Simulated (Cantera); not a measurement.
A freely propagating, adiabatic, planar premixed flame of H2 : O2 : N2 : H2O = 1 : 0.417 : 1.57 : 0.85 (molar parts), unburnt at 575 K and 330000 Pa; mixture-averaged transport, grid criteria slope 0.08 and curve 0.16, no radiation.

Model: the H2/O2 subset of GRI-Mech 3.0, which has no nitrogen chemistry, integrated in Cantera. The hydrogen kinetics of GRI-Mech 3.0 are dated; newer H2 mechanisms differ, most at raised pressure. Burning velocities carry a grid error of a few per cent, more on coarse grids.

### Question
What does this change do: H2O 0.85 to 0.68 parts?

### Answer
| quantity | before | after |
|---|---|---|
| laminar burning velocity | 332 cm/s | 404 cm/s |
| thermal thickness | 0.0941 mm | 0.0907 mm |
| peak x(H) | 0.0150 | 0.0194 |
| peak x(O) | 0.00204 | 0.00272 |
| peak x(H2O2) | 0.000125 | 0.000108 |

### Question
What does this change do: N2 1.57 to 1.2 parts?

### Answer
```csv
quantity,before,after
laminar burning velocity,332 cm/s,431 cm/s
thermal thickness,0.0941 mm,0.0869 mm
peak x(H),0.0150,0.0193
peak x(O),0.00204,0.00278
peak x(H2O2),0.000125,0.000132
```
